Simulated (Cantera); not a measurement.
## Ti + O2 + H2 (titanium nitride, carbide and oxide coatings)

Feed: 1 mol Ti, 0.38 mol O2, 110 mol H2, held at 225 Torr.

Method: chemical equilibrium by Gibbs-energy minimisation in Cantera with the NASA 1993 tables (ideal gas, pure condensed phases). Candidate condensed phases: H2O, Ti, TiO, TiO2, Ti2O3, Ti3O5, Ti4O7; 12 gas species. Mutual solubility and eutectic melting of coexisting phases are not modelled. TiO: taken at fixed stoichiometry. Condensed phases not in the tables: N, O or C dissolved in the metal. Equilibrium is a limit: real reactors are often held back by kinetics, nucleation or transport.

| T (K) | x H2 | x H | x Ti | x TiO | x H2O | n Ti(α) | n TiO(s) | n Ti(β) | n Ti(l) |
|---|---|---|---|---|---|---|---|---|---|
| 1048 | 1.00 | 1.41e-8 | <1e-12 | <1e-12 | <1e-12 | 0.240 | 0.760 | 0 | 0 |
| 1198 | 1.00 | 3.47e-7 | <1e-12 | <1e-12 | 1.77e-11 | 0 | 0.760 | 0.240 | 0 |
| 1348 | 1.000 | 4.22e-6 | 5.59e-11 | <1e-12 | 4.42e-10 | 0 | 0.760 | 0.240 | 0 |
| 1498 | 1.000 | 3.14e-5 | 3.42e-9 | 2.84e-11 | 5.52e-9 | 0 | 0.760 | 0.240 | 0 |
| 1648 | 1.000 | 0.000163 | 9.77e-8 | 1.79e-9 | 4.26e-8 | 0 | 0.760 | 0.240 | 0 |
| 1798 | 0.999 | 0.000643 | 1.58e-6 | 5.50e-8 | 2.30e-7 | 0 | 0.760 | 0.240 | 0 |
| 1948 | 0.998 | 0.00206 | 1.64e-5 | 9.70e-7 | 9.42e-7 | 0 | 0.760 | 0 | 0.238 |
x: gas mole fraction; n: condensed amount in mol.

At 1048 K the condensed part is Ti(α) + TiO(s). From 1198 K to 1798 K the condensed part is Ti(β) + TiO(s). At 1948 K the condensed part is Ti(l) + TiO(s).
